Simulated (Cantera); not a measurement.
Charge: 1 mol Fe(CO)5, 16 mol N2, equilibrated at 1050 K and 8600 Pa.

These are equilibrium values from Cantera (NASA tables, ideal gas, pure condensed phases), not measurements of a reactor. Condensed phases not in the tables: cementite and carbon dissolved in iron. Equilibrium is a limit: real reactors are often held back by kinetics, nucleation or transport.

| species | before | after |
|---|---|---|
| N2 | 0.763 | 0.762 |
| CO | 0.236 | 0.238 |
| CO2 | 0.00103 | 0.000121 |
| C(graphite), mol | 0.0215 | 0.00254 |
| Fe(α), mol | 1.00 | 1.00 |
Gas species are given as mole fractions.

**Question.** What was changed between the two runs?
A) N2 from 16 to 2.7 mol
B) N2 from 16 to 0.84 mol
C) N2 from 16 to 1 mol
D) pressure from 8600 Pa to 1000 Pa

**Answer.** D, pressure from 8600 Pa to 1000 Pa
